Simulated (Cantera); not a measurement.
What does this Cantera script print?

```python
import numpy as np
import cantera as ct

gas = ct.Solution("gri30.yaml")
gas.TPX = 1350, 240, {'H2': 0.061, 'O2': 7.1}
reactor = ct.IdealGasConstPressureReactor(gas, energy="off", clone=False)
net = ct.ReactorNet([reactor])
net.rtol, net.atol = 1e-08, 1e-18
show = ['H2', 'O2', 'O', 'OH', 'H2O2', 'HO2', 'H']
times = np.geomspace(0.0002, 4, 13)

steps = ct.SolutionArray(gas, extra=["t"])
rows = []
print(f"{'t/s':>10s}{'T/K':>9s}{'P/Pa':>11s}" + "".join(f"{s:>11s}" for s in show))
for t in times:
    while net.time < t:
        t_next = net.step()
        steps.append(gas.state, t=t_next)
    rows.append([np.interp(t, steps.t, y) for y in (steps.T, steps.P, *steps(*show).X.T)])
    print(f"{t:10.3e}{rows[-1][0]:9.1f}{rows[-1][1]:11.4g}" + "".join(f"{x:11.3e}" for x in rows[-1][2:]))
rate = np.gradient(steps.T, steps.t)
print("integrator steps:", len(steps.t))
if steps.T.max() > steps.T[0] + 200:
    print(f"time of steepest temperature rise: {steps.t[rate.argmax()]:.4e} s")
gas.TPX = 1350, 240, {'H2': 0.061, 'O2': 7.1}
gas.equilibrate("TP")
print(f"equilibrium (TP): T = {gas.T:.1f} K  " + "  ".join(f"{s} {gas[s].X[0]:.3e}" for s in show))
```

Result:

```
       t/s      T/K       P/Pa         H2         O2          O         OH       H2O2        HO2          H
 2.000e-04   1350.0        240  8.518e-03  9.915e-01  1.716e-09  1.692e-09  1.388e-13  3.467e-09  1.825e-09
 4.565e-04   1350.0        240  8.518e-03  9.915e-01  5.990e-09  5.790e-09  7.174e-13  7.912e-09  2.547e-09
 1.042e-03   1350.0        240  8.518e-03  9.915e-01  1.887e-08  1.751e-08  3.671e-12  1.805e-08  3.728e-09
 2.378e-03   1350.0        240  8.518e-03  9.915e-01  6.599e-08  5.749e-08  1.838e-11  4.117e-08  7.684e-09
 5.429e-03   1350.0        240  8.518e-03  9.915e-01  3.694e-07  3.040e-07  8.758e-11  9.379e-08  3.234e-08
 1.239e-02   1350.0        240  8.505e-03  9.915e-01  8.552e-06  6.902e-06  3.763e-10  2.114e-07  6.940e-07
 2.828e-02   1350.0        240  3.837e-03  9.871e-01  3.343e-03  1.837e-03  5.058e-09  1.268e-07  2.780e-04
 6.456e-02   1350.0        240  3.081e-05  9.833e-01  7.588e-03  1.027e-03  1.953e-09  7.764e-08  2.362e-04
 1.474e-01   1350.0        240  2.925e-05  9.833e-01  7.546e-03  1.016e-03  1.923e-09  7.692e-08  2.322e-04
 3.364e-01   1350.0        240  2.884e-05  9.834e-01  7.434e-03  1.009e-03  1.916e-09  7.638e-08  2.272e-04
 7.678e-01   1350.0        240  2.793e-05  9.837e-01  7.188e-03  9.928e-04  1.900e-09  7.516e-08  2.162e-04
 1.752e+00   1350.0        240  2.601e-05  9.842e-01  6.670e-03  9.583e-04  1.863e-09  7.249e-08  1.935e-04
 4.000e+00   1350.0        240  2.228e-05  9.853e-01  5.673e-03  8.874e-04  1.781e-09  6.697e-08  1.522e-04
integrator steps: 577
equilibrium (TP): T = 1350.0 K  H2 3.596e-08  O2 9.914e-01  O 8.632e-06  OH 3.579e-05  H2O2 3.303e-11  HO2 1.225e-08  H 9.287e-09
```

Computed with Cantera and GRI-Mech 3.0 (53 species, 325 reactions). Radical loss at walls, strong at low pressure, is not modelled.
